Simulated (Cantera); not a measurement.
Feed: 1 mol Si3N4, 0.34 mol N2O, 3.3 mol N2, at 1800 K and 0.140 bar.

Method: chemical equilibrium by Gibbs-energy minimisation in Cantera with the NASA 1993 tables (ideal gas, pure condensed phases). Candidate condensed phases: Si, SiO2, Si2N2O, Si3N4; 16 gas species. Mutual solubility and eutectic melting of coexisting phases are not modelled. Kinetics and transport are ignored.

Problem. What is the equilibrium state?

Solution. 
```
Quantity                             Result
--------------------------------  ---------
x(N2)                                 0.999
x(SiO)                             0.000932
x(Si)                               3.59e-6
n(Si2N2O(s))                      0.336 mol
n(Si3N4(s))                       0.774 mol
gas amount                        3.758 mol
log10 activity of Si(l) (absent)      -0.80
```
